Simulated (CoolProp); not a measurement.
Vapour-liquid equilibrium of cyclohexane (1) + n-heptane (2) at 0.613 bar; x and y are mole fractions of (1).

Model: multi-fluid Helmholtz-energy mixture model, Zhou 2014 and Span 2003; pair parameters Bell 2016, in CoolProp.

Question: Give the bubble temperature and the first vapour's composition at x = 0.275, 0.425, 0.875. Is there an azeotrope?

Answer: x = 0.275: 76.2 °C, y = 0.401; x = 0.425: 73.4 °C, y = 0.566; x = 0.875: 66.5 °C, y = 0.923. No azeotrope shows between x = 0.05 and 0.95.

Pair parameters are fitted to limited data, so mixtures are less certain than the pure fluids.
